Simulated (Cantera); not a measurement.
Input: 1 mol (CH₃)₂SiCl₂, 1.3 mol C₂H₄, 5.3 mol H₂, equilibrated at 1775 K and 3.45 Torr.

Cantera equilibrium calculation (NASA polynomials, part measured and part estimated; ideal gas, pure solids and liquids). Candidate condensed phases: C, C₆H₆, C₇H₈, C₈H₁₈, Si, SiC; 109 gas species. The feed counts by its element totals alone. The tables' values for SiCl₃, SiCl are old estimates; treat these amounts as uncertain. Kinetics and transport are ignored.

Base state: H₂ 0.831, HCl 0.163, H 0.00389, SiCl₂ 0.00219, Cl 0.000585, C₂H₂ (acetylene) 0.000118, SiCl₃ 1.50e-5, SiCl 1.25e-5 (mole fractions); condensed: C(graphite) + SiC(s).

**Question.** What changes in the equilibrium state with this change: H₂ from 5.3 to 1.4 mol?

**Answer.** 
```
species             before     after
----------------  --------  --------
H₂                   0.831     0.752
HCl                  0.163     0.238
SiCl₂              0.00219   0.00518
SiCl₃              1.50e-5   5.44e-5
Cl                0.000585  0.000900
SiCl               1.25e-5   1.92e-5
C(graphite), mol      3.62      3.64
SiC(s), mol          0.973     0.958
```

**Question.** What changes in the equilibrium state with this change: (CH₃)₂SiCl₂ replaced by CH₃SiCl₃?

**Answer.** 
| species | before | after |
|---|---|---|
| H₂ | 0.831 | 0.728 |
| HCl | 0.163 | 0.261 |
| SiCl₂ | 0.00219 | 0.00640 |
| SiCl₃ | 1.50e-5 | 7.48e-5 |
| SiCl | 1.25e-5 | 2.13e-5 |
| Cl | 0.000585 | 0.00100 |
| C(graphite), mol | 3.62 | 2.67 |
| SiC(s), mol | 0.973 | 0.929 |

**Question.** What changes in the equilibrium state with this change: C₂H₄ from 1.3 to 0.029 mol?

**Answer.** 
```csv
species,before,after
H₂,0.831,0.787
HCl,0.163,0.205
H,0.00389,0.00378
SiCl₂,0.00219,0.00367
SiCl₃,1.50e-5,3.25e-5
Cl,0.000585,0.000758
SiCl,1.25e-5,1.61e-5
C₂H₂ (acetylene),0.000118,0.000112
"C(graphite), mol",3.62,1.09
"SiC(s), mol",0.973,0.965
```
